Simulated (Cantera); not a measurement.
Input: 1 mol acetone, 0.65 mol CO₂, 21 mol H₂, held at 0.133 bar.

Equilibrium computed with Cantera from the NASA thermochemical tables; the gas is ideal and each condensed phase is pure. Candidate condensed phases: C, C₆H₆, C₇H₈, C₈H₁₈, H₂O; 110 gas species. The feed counts by its element totals alone. Kinetics and transport are ignored.

x: gas mole fraction; n: condensed amount in mol.

```csv
T (K),x H₂,x H,x CO,x C₂H₂ (acetylene),x C₂H,x C₃,x C₄H₂,n C(graphite)
2248,0.891,0.0190,0.0866,0.00295,2.48e-6,4.69e-8,3.99e-6,1.19
2323,0.881,0.0280,0.0862,0.00427,6.49e-6,1.91e-7,8.47e-6,1.12
2398,0.868,0.0402,0.0857,0.00600,1.59e-5,7.11e-7,1.70e-5,…
2473,0.850,0.0563,0.0850,0.00820,3.68e-5,2.44e-6,3.26e-5,…
2548,0.828,0.0771,0.0841,0.0109,8.07e-5,7.75e-6,5.96e-5,…
2623,0.799,0.103,0.0829,0.0142,0.000168,2.30e-5,0.000104,…
2698,0.765,0.135,0.0815,0.0179,0.000334,6.43e-5,0.000174,…
2773,0.724,0.173,0.0798,0.0219,0.000631,0.000167,0.000275,0
2848,0.681,0.218,0.0778,0.0208,0.000910,0.000292,0.000264,0
```

### Question
Some entries are withheld; supply them.

### Answer

- 2398, n C(graphite): 1.02
- 2473, n C(graphite): 0.899
- 2548, n C(graphite): 0.739
- 2623, n C(graphite): 0.539
- 2698, n C(graphite): 0.292
